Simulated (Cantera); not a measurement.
A Cantera script and its output.

```python
import numpy as np
import cantera as ct

gas = ct.Solution("h2o2.yaml")


def delay(T, t_max=10):
    gas.TPX = T, 410000, {'H2': 1, 'O2': 0.333, 'N2': 1.25, 'H2O': 0.072}
    reactor = ct.IdealGasReactor(gas, clone=False)
    net = ct.ReactorNet([reactor])
    net.rtol, net.atol = 1e-8, 1e-16
    while net.time < t_max:
        t_old, T_old = net.time, reactor.T
        net.step()
        if reactor.T > T + 400:  # ignition: a rise of 400 K
            return t_old + (T + 400 - T_old) / (reactor.T - T_old) * (net.time - t_old)
    return np.nan


taus = []
for T in [1050, 1125, 1200, 1275, 1350, 1425, 1500, 1575, 1650, 1725]:
    taus.append(delay(T))
    print(f"T0 = {T:6g} K   tau = {taus[-1]:.4e} s")
```

It prints:

```
T0 =   1050 K   tau = 2.7308e-03 s
T0 =   1125 K   tau = 2.2481e-04 s
T0 =   1200 K   tau = 2.1779e-05 s
T0 =   1275 K   tau = 1.0199e-05 s
T0 =   1350 K   tau = 6.4287e-06 s
T0 =   1425 K   tau = 4.5622e-06 s
T0 =   1500 K   tau = 3.4660e-06 s
T0 =   1575 K   tau = 2.7612e-06 s
T0 =   1650 K   tau = 2.2844e-06 s
T0 =   1725 K   tau = 1.9540e-06 s
```

Cantera simulation using the H2/O2 subset of GRI-Mech 3.0, which has no nitrogen chemistry; the numbers are that mechanism's predictions, not measurements. The hydrogen kinetics of GRI-Mech 3.0 are dated; newer H2 mechanisms differ, most at raised pressure. Where the delays flatten at high temperature, the 400 K rule measures the pace of heat release, not the induction time.
